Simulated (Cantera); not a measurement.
# SiF4 + H2O + N2 (silicon oxide and oxynitride deposition)

Feed: 1 mol SiF4, 5 mol H2O, a varied amount of N2, equilibrated at 1450 K and 0.133 bar.

Cantera equilibrium calculation (NASA polynomials, part measured and part estimated; ideal gas, pure solids and liquids). Candidate condensed phases: H2O, Si, SiO2, Si2N2O, Si3N4; 58 gas species. The tables hold silica as quartz up to 1696 K and as liquid above; real silica turns to tridymite and cristobalite and melts near 1996 K. Gases not in the tables: Si(OH)4. Equilibrium is a limit: real reactors are often held back by kinetics, nucleation or transport.

```json
[
 {"n(N2) (mol)": "14", "x N2": "0.667", "x HF": "0.188", "x H2O": "0.144", "x SiF4": "0.000632", "n SiO2(β-quartz)": "0.987"},
 {"n(N2) (mol)": "18", "x N2": "0.720", "x HF": "0.158", "x H2O": "0.121", "x SiF4": "0.000451", "n SiO2(β-quartz)": "0.989"},
 {"n(N2) (mol)": "22", "x N2": "0.759", "x HF": "0.137", "x H2O": "0.104", "x SiF4": "0.000338", "n SiO2(β-quartz)": "0.990"},
 {"n(N2) (mol)": "26", "x N2": "0.788", "x HF": "0.120", "x H2O": "0.0914", "x SiF4": "0.000262", "n SiO2(β-quartz)": "0.991"},
 {"n(N2) (mol)": "32", "x N2": "0.821", "x HF": "0.102", "x H2O": "0.0773", "x SiF4": "0.000189", "n SiO2(β-quartz)": "0.993"},
 {"n(N2) (mol)": "39", "x N2": "0.848", "x HF": "0.0864", "x H2O": "0.0655", "x SiF4": "0.000137", "n SiO2(β-quartz)": "0.994"},
 {"n(N2) (mol)": "48", "x N2": "0.873", "x HF": "0.0723", "x H2O": "0.0547", "x SiF4": "9.62e-5", "n SiO2(β-quartz)": "0.995"},
 {"n(N2) (mol)": "59", "x N2": "0.894", "x HF": "0.0603", "x H2O": "0.0456", "x SiF4": "6.71e-5", "n SiO2(β-quartz)": "0.996"},
 {"n(N2) (mol)": "72", "x N2": "0.911", "x HF": "0.0504", "x H2O": "0.0380", "x SiF4": "4.70e-5", "n SiO2(β-quartz)": "0.996"},
 {"n(N2) (mol)": "87", "x N2": "0.926", "x HF": "0.0424", "x H2O": "0.0320", "x SiF4": "3.33e-5", "n SiO2(β-quartz)": "0.997"},
 {"n(N2) (mol)": "110", "x N2": "0.940", "x HF": "0.0341", "x H2O": "0.0257", "x SiF4": "2.16e-5", "n SiO2(β-quartz)": "0.997"},
 {"n(N2) (mol)": "130", "x N2": "0.949", "x HF": "0.0291", "x H2O": "0.0219", "x SiF4": "1.58e-5", "n SiO2(β-quartz)": "0.998"}
]
```
x: gas mole fraction; n: condensed amount in mol.

From 14 mol N2 to 130 mol N2 the condensed part is SiO2(β-quartz). The share of Si in condensed phases is highest at 130 mol N2 (99.8 %) and lowest at 14 mol N2 (98.7 %).
